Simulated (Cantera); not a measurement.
An isothermal, constant-pressure homogeneous reactor starts with H2 : O2 = 0.056 : 1 (molar parts), equivalence ratio 0.028, at 1425 K and 0.00651 atm.

Detailed kinetics in Cantera: the H2/O2 subset of GRI-Mech 3.0, which has no nitrogen chemistry. Radical loss at walls, strong at low pressure, is not modelled. The temperature is held fixed by assumption; the heat of reaction is taken as removed at once.

x: mole fraction; the columns are a selection and need not sum to one.

```json
[
 {"t (s)": "2.00e-6", "x H2": "0.0530", "x O2": "0.947", "x OH": "4.19e-11", "x H": "[?]", "x HO2": "1.63e-9", "x O": "4.20e-11"},
 {"t (s)": "1.07e-5", "x H2": "0.0530", "x O2": "0.947", "x OH": "1.09e-9", "x H": "[?]", "x HO2": "8.71e-9", "x O": "1.10e-9"},
 {"t (s)": "5.69e-5", "x H2": "0.0530", "x O2": "0.947", "x OH": "2.13e-8", "x H": "[?]", "x HO2": "4.65e-8", "x O": "2.24e-8"},
 {"t (s)": "0.000304", "x H2": "0.0530", "x O2": "0.947", "x OH": "4.18e-7", "x H": "[?]", "x HO2": "2.47e-7", "x O": "4.87e-7"},
 {"t (s)": "0.00162", "x H2": "0.0472", "x O2": "0.942", "x OH": "0.00232", "x H": "[?]", "x HO2": "8.42e-7", "x O": "0.00291"},
 {"t (s)": "0.00864", "x H2": "0.000932", "x O2": "0.902", "x OH": "0.00656", "x H": "[?]", "x HO2": "9.16e-7", "x O": "0.0386"},
 {"t (s)": "0.0461", "x H2": "0.000846", "x O2": "0.907", "x OH": "0.00626", "x H": "[?]", "x HO2": "8.90e-7", "x O": "0.0345"},
 {"t (s)": "0.246", "x H2": "0.000520", "x O2": "0.922", "x OH": "0.00495", "x H": "[?]", "x HO2": "7.48e-7", "x O": "0.0204"},
 {"t (s)": "1.31", "x H2": "9.52e-5", "x O2": "0.941", "x OH": "0.00214", "x H": "[?]", "x HO2": "3.12e-7", "x O": "0.00355"},
 {"t (s)": "7.00", "x H2": "6.21e-6", "x O2": "0.945", "x OH": "0.000548", "x H": "[?]", "x HO2": "5.85e-8", "x O": "0.000228"}
]
```

Task: Complete the blanks.

Result: 
- 2.00e-6, x H: 1.59e-9
- 1.07e-5, x H: 7.66e-9
- 5.69e-5, x H: 2.90e-8
- 0.000304, x H: 2.24e-7
- 0.00162, x H: 0.00117
- 0.00864, x H: 0.00608
- 0.0461, x H: 0.00518
- 0.246, x H: 0.00237
- 1.31, x H: 0.000175
- 7.00, x H: 2.87e-6
